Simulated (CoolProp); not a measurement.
n-heptane at 364.77 K and 0.0422 MPa is throttled through a valve to 0.0128 MPa with no heat exchange. Each further row changes one setting.

Computed with CoolProp (reference Helmholtz-energy equation of state, Span 2003). It is a short technical equation, of lower accuracy than the large ones.

| case | temperature change (K) | final density (kg/m³) |
|---|---|---|
| as stated | [?] | 0.427 |
| outlet pressure 0.00384 MPa | [?] | [?] |
| outlet pressure 0.0166 MPa | [?] | 0.555 |

### Question
Complete the blanks.

### Answer

- as stated, temperature change (K): -0.9
- outlet pressure 0.00384 MPa, temperature change (K): -1.2
- outlet pressure 0.00384 MPa, final density (kg/m³): 0.128
- outlet pressure 0.0166 MPa, temperature change (K): -0.8
